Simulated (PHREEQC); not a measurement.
**Alkaline etch or developer (model solution)**

Consider water at 47 °C with 0.017 mol/kgw LiOH, 6.3e-05 mol/kgw H4SiO4 and 0.031 mol/kgw K2CO3. Closed to the air; pH follows from the charge balance.

All values are PHREEQC results (ion-association model, phreeqc.dat), not measurements.

```yaml
pH: 11.46
ionic_strength: 0.109 mol/kgw
specific_conductance: 15700 µS/cm
density: 0.994 g/cm³
total_alkalinity: 79.0 meq/kg
```

```tsv
species	molality	activity	log γ
K+	0.0620	0.0465	-0.125
CO3-2	0.0302	0.0110	-0.441
OH-	0.0177	0.0132	-0.127
Li+	0.0170	0.0133	-0.106
HCO3-	0.000749	0.000581	-0.110
H3SiO4-	5.46e-5	4.12e-5	-0.122
H2SiO4-2	7.89e-6	2.86e-6	-0.441
H4SiO4	4.83e-7	4.96e-7	0.011
CO2	3.80e-9	3.90e-9	0.011
```

This is a speciation only: nothing precipitates in the calculation. Species that the database lacks are ignored. Away from 25 °C the constants follow the database's enthalpies or fits; those with neither stay at their 25 °C values.
